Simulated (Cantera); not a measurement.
What does this Cantera script print?

```python
import numpy as np
import cantera as ct

gas_names = """
    C CH CH2 CH3 CH2OH CH3O CH4 CH3OH CO COS CO2 COOH CS CS2 C2 C2H CHCO,ketyl C2H2,acetylene
    C2H2,vinylidene CH2CO,ketene C2H3,vinyl CH3CO,acetyl C2H4 C2H4O,ethylen CH3CHO,ethanal CH3COOH
    (HCOOH)2 C2H5 C2H6 CH3OCH3 C2H5OH C2O C3 C3H3,propargyl C3H4,allene C3H4,propyne C3H4,cyclo-
    C3H5,allyl C3H6,propylene C3H6,cyclo- C3H6O C3H7,n-propyl C3H7,i-propyl C3H8 C3H8O,1propanol
    C3H8O,2propanol C3O2 C4 C4H2 C4H4,1,3-cyclo- C4H6,butadiene C4H6,2-butyne C4H6,cyclo- C4H8,1-butene
    C4H8,cis2-buten C4H8,tr2-butene C4H8,isobutene C4H8,cyclo- (CH3COOH)2 C4H9,n-butyl C4H9,i-butyl
    C4H9,s-butyl C4H9,t-butyl C4H10,isobutane C4H10,n-butane C5 C5H6,1,3cyclo- C5H8,cyclo-
    C5H10,1-pentene C5H10,cyclo- C5H11,pentyl C5H11,t-pentyl C5H12,n-pentane C5H12,i-pentane
    CH3C(CH3)2CH3 C6H2 C6H5,phenyl C6H5O,phenoxy C6H6 C6H5OH,phenol C6H10,cyclo- C6H12,1-hexene
    C6H12,cyclo- C6H13,n-hexyl C7H7,benzyl C7H8 C7H8O,cresol C7H14,1-heptene C7H15,n-heptyl
    C7H16,n-heptane C8H8,styrene C8H10,ethylbenz C8H16,1-octene C8H17,n-octyl C8H18,isooctane
    C8H18,n-octane C9H19,n-nonyl C10H8,naphthale C10H21,n-decyl C12H9,o-bipheny C12H10,bipheny H HCO HO2
    H2 HCHO,formaldehy HCOOH H2O H2O2 H2S H2SO4 Mg MgH MgO MgOH MgO2H2 MgS Mg2 O OH O2 O3 S SH SO SO2
    SO3 S2 S2O S8
""".split()
cond_names = """
    C(gr) C6H6(L) C7H8(L) C8H18(L),n-octa H2O(s) H2O(L) H2SO4(L) Mg(cr) Mg(L) MgCO3(s) MgO(s) MgO(L)
    MgO2H2(s) MgS(s) MgSO4(s) MgSO4(L) S(cr1) S(cr2) S(L)
""".split()


def load(file, names, dense=False):
    # The tables refer to 1 bar. Condensed volumes are neglected.
    table = {s.name: s for s in ct.Species.list_from_file(file)}
    out = []
    for n in names:
        d = dict(table[n].input_data)
        d["thermo"] = dict(d["thermo"], **{"reference-pressure": 1e5})
        if dense:
            d["equation-of-state"] = {"model": "constant-volume", "density": "1e6 g/cm^3"}
        out.append(ct.Species.from_dict(d))
    return out


gas = ct.Solution(thermo="ideal-gas", species=load("nasa_gas.yaml", gas_names))
cond = {s.name: ct.Solution(thermo="fixed-stoichiometry", species=[s], name=s.name)
        for s in load("nasa_condensed.yaml", cond_names, dense=True)}
atoms = {
    'MgSO4': {'Mg': 1, 'S': 1, 'O': 4},
    'H2': {'H': 2},
    'CO2': {'C': 1, 'O': 2},
}
top_T = {'C(gr)': 4500, 'MgS(s)': 2250}  # K; cautious upper limits of use, not melting points


def equilibrate(T, P, feed):
    n = {}
    for name, mol in feed.items():
        for a, k in atoms[name].items():
            n[a] = n.get(a, 0.0) + k * mol
    gas.TPX = T, P, n
    mass = sum(n.values()) * gas.mean_molecular_weight
    gas.equilibrate("TP")
    valid = [c for c in cond.values() if c.min_temp <= T <= top_T.get(c.name, c.max_temp)]
    mix = ct.Mixture([(gas, mass / gas.mean_molecular_weight)] + [(c, 0.0) for c in valid])
    mix.T, mix.P = T, P
    mix.equilibrate("TP", solver="vcs", rtol=1e-11, max_steps=5000)
    return mix


results = []
feed = {'MgSO4': 1, 'H2': 0.45, 'CO2': 0.46}  # mol
T = 2198.15  # K
P = 910000  # Pa
mix = equilibrate(T, P, feed)
results.append((T, P, feed, dict(zip(mix.species_names, mix.species_moles))))
x = sorted(zip(gas.X, gas.species_names), reverse=True)
print(f"T = {T:g} K  P = {P:g} Pa  gas = {mix.phase_moles(0):.4g} mol")
print("   x: " + "  ".join(f"{s} {v:.3e}" for v, s in x if v > 0.001))
print("   condensed (mol): " + ("  ".join(f"{mix.phase(i).name} {mix.phase_moles(i):.4g}"
      for i in range(1, mix.n_phases) if mix.phase_moles(i) > 1e-12) or "none"))
```

It prints:

```
T = 2198.15 K  P = 910000 Pa  gas = 2.187 mol
   x: SO2 4.552e-01  CO2 2.091e-01  H2O 2.037e-01  O2 1.247e-01  OH 3.566e-03  SO3 1.645e-03  CO 1.168e-03
   condensed (mol): MgO(s) 0.9999
```

Equilibrium computed with Cantera from the NASA thermochemical tables; the gas is ideal and each condensed phase is pure.
